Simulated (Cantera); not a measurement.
Feed: 1 mol C₃H₈, 26 mol H₂, held at 2450 K.

Cantera equilibrium calculation (NASA polynomials, part measured and part estimated; ideal gas, pure solids and liquids). Candidate condensed phases: C, C₆H₆, C₇H₈, C₈H₁₈; 76 gas species. The ideal-gas law is rough above about 30 bar. Rates play no part.

x: gas mole fraction; n: condensed amount in mol.

| P (Pa) | x H₂ | x H | x CH₄ | x C₂H₂ (acetylene) | x C₃ | n C(graphite) |
|---|---|---|---|---|---|---|
| 10 | 0.169 | 0.826 | 4.65e-10 | 0.00147 | 0.00225 | 2.39 |
| 72 | [?] | [?] | [?] | [?] | [?] | 2.59 |
| 520 | 0.752 | 0.242 | 4.79e-7 | 0.00656 | 4.32e-5 | 2.53 |
| 3700 | 0.893 | 0.0987 | 4.81e-6 | 0.00779 | 6.07e-6 | 2.50 |
| 27000 | 0.954 | 0.0378 | 4.00e-5 | 0.00832 | 8.32e-7 | 2.48 |
| 190000 | 0.977 | [?] | [?] | 0.00852 | [?] | 2.47 |
| 1400000 | 0.984 | 0.00532 | 0.00221 | 0.00858 | 1.60e-8 | 2.40 |
| 10000000 | 0.973 | 0.00198 | 0.0154 | 0.00849 | 2.25e-9 | 1.97 |

Problem. Some entries are withheld; supply them.

Solution. 
- 190000, x H: 0.0144
- 190000, x CH₄: 0.000295
- 190000, x C₃: 1.18e-7
- 72, x H₂: 0.478
- 72, x H: 0.517
- 72, x CH₄: 2.68e-8
- 72, x C₂H₂ (acetylene): 0.00417
- 72, x C₃: 0.000312
